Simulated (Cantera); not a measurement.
A Cantera script and what it prints.

```python
import numpy as np
import cantera as ct

gas_names = [...]  # 114 gases of nasa_gas.yaml made of C, Fe, H, O
cond_names = """
    C(gr) C6H6(L) C7H8(L) C8H18(L),n-octa Fe(a) Fe(c) Fe(d) Fe(L) FeC5O5(L) FeO(s) FeO(L) Fe(OH)2(s)
    Fe(OH)3(s) Fe2O3(s) Fe3O4(s) H2O(s) H2O(L)
""".split()


# ... load() reads the species with a 1 bar reference pressure and builds the phases ...
atoms = {
    'Fe2O3': {'Fe': 2, 'O': 3},
    'C': {'C': 1},
    'CO': {'C': 1, 'O': 1},
    'CH4': {'C': 1, 'H': 4},
}
top_T = {'C(gr)': 4500, 'Fe2O3(s)': 1830, 'Fe3O4(s)': 1870}  # K; cautious upper limits of use, not melting points


# ... equilibrate(T, P, feed) seeds the gas with the atoms and calls Mixture.equilibrate('TP', solver="vcs", rtol=1e-11, max_steps=5000) ...
results = []
feed = {'Fe2O3': 1, 'C': 0.4, 'CO': 2.2, 'CH4': 2}  # mol
P = 270000  # Pa
for T in [1123, 1223, 1323, 1423, 1523, 1623, 1723, 1823]:
    mix = equilibrate(T, P, feed)
    results.append((T, P, feed, dict(zip(mix.species_names, mix.species_moles))))

top = {s: max(r[3][s] / sum(r[3][g] for g in gas_names) for r in results) for s in gas_names}
cols = sorted((s for s in top if top[s] > 0.0001), key=lambda s: -top[s])[:5]
seen = [c for c in cond_names if any(r[3].get(c, 0) > 1e-12 for r in results)]
print("log10 of partial pressures in bar; condensed amounts in mol")
print(f"{'T/K':>10s}" + "".join(f"{s[:9]:>10s}" for s in cols + seen))
for T, P, feed, n in results:
    ng = sum(n[g] for g in gas_names)
    print(f"{T:10.4g}" + "".join(f"{np.log10(max(n[s] / ng * P / 1e5, 1e-99)):10.3f}" for s in cols)
          + "".join(f"{n.get(c, 0):10.4g}" for c in seen))
```

Output:

```
log10 of partial pressures in bar; condensed amounts in mol
       T/K        CO        H2       H2O       CO2       CH4     Fe(a)     Fe(c)     Fe(d)     Fe(L)
      1123     0.123     0.046    -0.967    -0.929    -1.483         2         0         0         0
      1223     0.133     0.058    -0.970    -1.060    -2.295         0         2         0         0
      1323     0.137     0.057    -0.940    -1.128    -3.056         0         2         0         0
      1423     0.139     0.054    -0.911    -1.181    -3.717         0         2         0         0
      1523     0.141     0.052    -0.889    -1.228    -4.289         0         2         0         0
      1623     0.143     0.050    -0.871    -1.269    -4.786         0         2         0         0
      1723     0.144     0.048    -0.857    -1.306    -5.223         0         0         2         0
      1823     0.146     0.046    -0.846    -1.339    -5.609         0         0         0         2
```

Equilibrium computed with Cantera from the NASA thermochemical tables; the gas is ideal and each condensed phase is pure.
